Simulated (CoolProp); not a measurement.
Saturated liquid density (kg/m³) of water: the reference equation beside estimates from Tc = 647.1 K, pc = 220.6 bar, ω = 0.344. Rackett uses Z = 0.29056 − 0.08775 ω.

Computed with CoolProp (reference Helmholtz-energy equation of state, Wagner 2002).

```csv
T (K),reference,Rackett,Redlich-Kwong,Peng-Robinson
382.8,951.2,804.4,674.8,793.3
405.6,932.7,783.4,655.7,775.0
428.3,912.1,761.6,635.3,755.0
451.1,889.2,738.6,613.2,732.7
473.9,863.8,714.5,589.5,708.0
496.7,835.6,688.9,563.8,680.2
519.5,804.3,661.4,535.7,648.9
542.3,768.9,631.5,504.7,613.0
565.1,728.2,598.2,470.1,571.2
587.9,679.8,559.9,430.3,521.3
610.6,618.8,512.8,382.6,459.1
```

Absolute difference from the reference over all 11 rows, mean and median: Rackett 17.1 and 17.3 %, Redlich-Kwong 33.0 and 32.5 %, Peng-Robinson 19.6 and 18.6 %.
